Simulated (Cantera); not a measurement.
What does this Cantera script print?

```python
import numpy as np
import cantera as ct

gas = ct.Solution("gri30.yaml", transport_model="mixture-averaged")
show = ['O', 'CH3', 'NH3']

rows = []
print(f"{'T/K':>7s}{'rho':>11s}{'cp':>10s}{'mu':>11s}{'lambda':>11s}{'Pr':>7s}" + "".join(f"{'D_' + s:>11s}" for s in show))
for T in [400, 550, 700, 850, 1000, 1150]:
    gas.TPX = T, 4500, {'H2O': 0.59, 'CH3OH': 0.74, 'C2H4': 0.058, 'CO': 0.92}
    Pr = gas.cp_mass * gas.viscosity / gas.thermal_conductivity
    D = [gas.mix_diff_coeffs_mole[gas.species_index(s)] for s in show]
    rows.append([gas.density, gas.cp_mass, gas.viscosity, gas.thermal_conductivity, Pr, *D])
    print(f"{T:7g}{gas.density:11.4e}{gas.cp_mass:10.1f}{gas.viscosity:11.4e}"
          f"{gas.thermal_conductivity:11.4e}{Pr:7.3f}" + "".join(f"{d:11.4e}" for d in D))
print("SI units: kg/m3, J/kg/K, Pa s, W/m/K, m2/s")
```

Result:

```
    T/K        rho        cp         mu     lambda     Pr        D_O      D_CH3      D_NH3
    400 3.6193e-02    1430.8 1.6377e-05 3.1827e-02  0.736 1.1409e-03 7.7227e-04 7.2845e-04
    550 2.6322e-02    1614.3 2.1799e-05 4.6772e-02  0.752 2.0040e-03 1.3786e-03 1.3567e-03
    700 2.0682e-02    1784.6 2.6843e-05 6.2430e-02  0.767 3.0427e-03 2.1137e-03 2.1455e-03
    850 1.7032e-02    1924.6 3.1546e-05 7.8264e-02  0.776 4.2406e-03 2.9646e-03 3.0772e-03
   1000 1.4477e-02    2051.9 3.5959e-05 9.3995e-02  0.785 5.5859e-03 3.9218e-03 4.1391e-03
   1150 1.2589e-02    2156.6 4.0121e-05 1.0947e-01  0.790 7.0698e-03 4.9786e-03 5.3213e-03
SI units: kg/m3, J/kg/K, Pa s, W/m/K, m2/s
```

Model: GRI-Mech 3.0 (53 species, 325 reactions), integrated in Cantera. Polar gases are described roughly by these parameters. The composition is frozen, though it would react at the higher temperatures.
